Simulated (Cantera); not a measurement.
A closed system holds: 1 mol B, a varied amount of Cl₂, 0.08 mol O₂, equilibrated at 1048 K and 10.0 Torr.

Method: chemical equilibrium by Gibbs-energy minimisation in Cantera with the NASA 1993 tables (ideal gas, pure condensed phases). Candidate condensed phases: B, B₂O₃; 18 gas species. Mutual solubility and eutectic melting of coexisting phases are not modelled. Equilibrium is a limit: real reactors are often held back by kinetics, nucleation or transport.

### Question
Which condensed phases are stable at each of these points (n(Cl₂) (mol)): 0.15, 0.18, 0.22, 0.25, 0.3, 0.36, 0.42, 0.5, 0.59, 0.7?

### Answer
| n(Cl₂) (mol) | condensed phases | B condensed (%) |
|---|---|---|
| 0.15 | B(s) + B₂O₃(l) | 86.3 |
| 0.18 | B(s) + B₂O₃(l) | 83.6 |
| 0.22 | B(s) + B₂O₃(l) | 79.9 |
| 0.25 | B(s) + B₂O₃(l) | 77.2 |
| 0.3 | B(s) + B₂O₃(l) | 72.6 |
| 0.36 | B(s) + B₂O₃(l) | 67.1 |
| 0.42 | B(s) + B₂O₃(l) | 61.6 |
| 0.5 | B(s) | 56.0 |
| 0.59 | B(s) | 50.0 |
| 0.7 | B(s) | 42.7 |

From 0.15 mol Cl₂ to 0.42 mol Cl₂ the condensed part is B(s) + B₂O₃(l). From 0.5 mol Cl₂ to 0.7 mol Cl₂ the condensed part is B(s).
